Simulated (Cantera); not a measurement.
Input (Python, Cantera) and output of one run.

```python
import numpy as np
import cantera as ct

gas_names = """
    B BCL BCL2 BCL3 BH BH2 BH3 BN B2 CL CL2 H HCL H2 N NH NH2 NH3 N2 N2H2 N2H4
""".split()
cond_names = """
    B(b) B(L) BN(s) NH4CL(a) NH4CL(b)
""".split()


def load(file, names, dense=False):
    # The tables refer to 1 bar. Condensed volumes are neglected.
    table = {s.name: s for s in ct.Species.list_from_file(file)}
    out = []
    for n in names:
        d = dict(table[n].input_data)
        d["thermo"] = dict(d["thermo"], **{"reference-pressure": 1e5})
        if dense:
            d["equation-of-state"] = {"model": "constant-volume", "density": "1e6 g/cm^3"}
        out.append(ct.Species.from_dict(d))
    return out


gas = ct.Solution(thermo="ideal-gas", species=load("nasa_gas.yaml", gas_names))
cond = {s.name: ct.Solution(thermo="fixed-stoichiometry", species=[s], name=s.name)
        for s in load("nasa_condensed.yaml", cond_names, dense=True)}
atoms = {
    'BN': {'B': 1, 'N': 1},
    'HCl': {'H': 1, 'CL': 1},
    'N2': {'N': 2},
}
top_T = {'BN(s)': 3200}  # K; cautious upper limits of use, not melting points


def equilibrate(T, P, feed):
    n = {}
    for name, mol in feed.items():
        for a, k in atoms[name].items():
            n[a] = n.get(a, 0.0) + k * mol
    gas.TPX = T, P, n
    mass = sum(n.values()) * gas.mean_molecular_weight
    gas.equilibrate("TP")
    valid = [c for c in cond.values() if c.min_temp <= T <= top_T.get(c.name, c.max_temp)]
    mix = ct.Mixture([(gas, mass / gas.mean_molecular_weight)] + [(c, 0.0) for c in valid])
    mix.T, mix.P = T, P
    mix.equilibrate("TP", solver="vcs", rtol=1e-11, max_steps=5000)
    return mix


results = []
feed = {'BN': 1, 'HCl': 78, 'N2': 0.7}  # mol
T = 1025  # K
P = 240  # Pa
mix = equilibrate(T, P, feed)
results.append((T, P, feed, dict(zip(mix.species_names, mix.species_moles))))
print(gas.report(threshold=0.001))
for i in range(1, mix.n_phases):
    print(f"{mix.phase(i).name:16s} {mix.phase_moles(i):12.5e} mol")
```

Result:

```
       temperature   1025 K
          pressure   240 Pa
           density   0.001031 kg/m^3
  mean mol. weight   36.612 kg/kmol
   phase of matter   gas

                          1 kg             1 kmol
                     ---------------   ---------------
          enthalpy       -1.9259e+06       -7.0512e+07  J
   internal energy       -2.1587e+06       -7.9034e+07  J
           entropy            7544.2        2.7621e+05  J/K
    Gibbs function       -9.6587e+06       -3.5362e+08  J
 heat capacity c_p            879.78             32210  J/K
 heat capacity c_v            652.68             23896  J/K

                      mass frac. Y      mole frac. X     chem. pot. / RT
                     ---------------   ---------------   ---------------
              BCL3          0.029531         0.0092284           -97.364
               HCL           0.95937           0.96342           -41.242
                H2        0.00076225          0.013843            -27.88
                N2          0.010336          0.013509           -35.262
     [  +17 minor]        6.7506e-07        6.9329e-07

B(b)              0.00000e+00 mol
BN(s)             2.73725e-01 mol
```

Method: chemical equilibrium by Gibbs-energy minimisation in Cantera with the NASA 1993 tables (ideal gas, pure condensed phases). Gases not in the tables: BHCl2.
